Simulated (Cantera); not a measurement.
**Dilute partial oxidation**

A perfectly stirred reactor is fed with CH2O : O2 : N2 = 0.01 : 0.017 : 1 (molar parts), at 7500 Torr; it is held at 1000 K, and followed from long to short residence time.

Computed with Cantera and GRI-Mech 3.0 (53 species, 325 reactions).

```json
[
 {"τ (s)": "11", "x CH2O": "1.91e-5", "x O2": "0.00732", "x O": "2.55e-9", "x H2": "9.76e-6", "x CH2CO": "<1e-12", "x C2H2": "<1e-12", "x H2O": "0.00970"},
 {"τ (s)": "4.9", "x CH2O": "3.01e-5", "x O2": "0.00757", "x O": "3.61e-9", "x H2": "2.03e-5", "x CH2CO": "<1e-12", "x C2H2": "<1e-12", "x H2O": "0.00968"},
 {"τ (s)": "2.3", "x CH2O": "4.64e-5", "x O2": "0.00790", "x O": "4.78e-9", "x H2": "4.00e-5", "x CH2CO": "<1e-12", "x C2H2": "<1e-12", "x H2O": "0.00964"},
 {"τ (s)": "1.1", "x CH2O": "7.15e-5", "x O2": "0.00833", "x O": "6.01e-9", "x H2": "7.57e-5", "x CH2CO": "<1e-12", "x C2H2": "<1e-12", "x H2O": "0.00957"},
 {"τ (s)": "0.49", "x CH2O": "0.000116", "x O2": "0.00893", "x O": "7.23e-9", "x H2": "0.000146", "x CH2CO": "<1e-12", "x C2H2": "<1e-12", "x H2O": "0.00944"},
 {"τ (s)": "0.23", "x CH2O": "0.000186", "x O2": "0.00958", "x O": "8.05e-9", "x H2": "0.000255", "x CH2CO": "1.21e-12", "x C2H2": "<1e-12", "x H2O": "0.00924"},
 {"τ (s)": "0.11", "x CH2O": "0.000298", "x O2": "0.0103", "x O": "8.33e-9", "x H2": "0.000410", "x CH2CO": "3.18e-12", "x C2H2": "<1e-12", "x H2O": "0.00894"},
 {"τ (s)": "0.050", "x CH2O": "0.000500", "x O2": "0.0110", "x O": "7.93e-9", "x H2": "0.000619", "x CH2CO": "7.74e-12", "x C2H2": "<1e-12", "x H2O": "0.00846"},
 {"τ (s)": "0.023", "x CH2O": "0.000852", "x O2": "0.0116", "x O": "6.82e-9", "x H2": "0.000824", "x CH2CO": "1.58e-11", "x C2H2": "<1e-12", "x H2O": "0.00780"},
 {"τ (s)": "0.011", "x CH2O": "0.00146", "x O2": "0.0122", "x O": "5.24e-9", "x H2": "0.000953", "x CH2CO": "2.59e-11", "x C2H2": "<1e-12", "x H2O": "0.00688"},
 {"τ (s)": "0.0050", "x CH2O": "0.00268", "x O2": "0.0129", "x O": "3.30e-9", "x H2": "0.000933", "x CH2CO": "3.13e-11", "x C2H2": "<1e-12", "x H2O": "0.00538"}
]
```
x: mole fraction; the columns are a selection and need not sum to one.
